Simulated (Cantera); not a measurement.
A perfectly stirred reactor is fed with 4.61 % CO, 4.61 % H2, 3.14 % CH4, 18.5 % O2, 69.2 % N2, equivalence ratio 0.59, at 750 Torr; it is adiabatic with a 598 K inlet, and is followed from long to short residence time, starting on the burning branch (τ in s: 0.41, 0.12, 0.036, 0.011, 0.0031, 0.00092, 0.00027, 8e-05, 2.4e-05).

Cantera simulation using GRI-Mech 3.0 (53 species, 325 reactions); the numbers are that mechanism's predictions, not measurements.

Problem. Predict: blow-out, bracketed by the residence times tried; x(CO) at τ = 0.410 s; x(H2) at τ = 0.410 s; x(CH4) at τ = 0.410 s; x(NO) at τ = 0.410 s; x(CO) at τ = 3.10 ms; x(H2) at τ = 3.10 ms; x(CH4) at τ = 3.10 ms; x(NO) at τ = 3.10 ms.

Solution. 
```json
{
 "blow_out_bracketed_by_the_residence_times_tried": "burning at 80.0 µs, out at 24.0 µs",
 "x(CO) at τ = 0.410 s": "0.000472",
 "x(H2) at τ = 0.410 s": "0.000137",
 "x(CH4) at τ = 0.410 s": "8.13e-7",
 "x(NO) at τ = 0.410 s": "0.000454",
 "x(CO) at τ = 3.10 ms": "0.00565",
 "x(H2) at τ = 3.10 ms": "0.00151",
 "x(CH4) at τ = 3.10 ms": "2.51e-5",
 "x(NO) at τ = 3.10 ms": "3.74e-5"
}
```
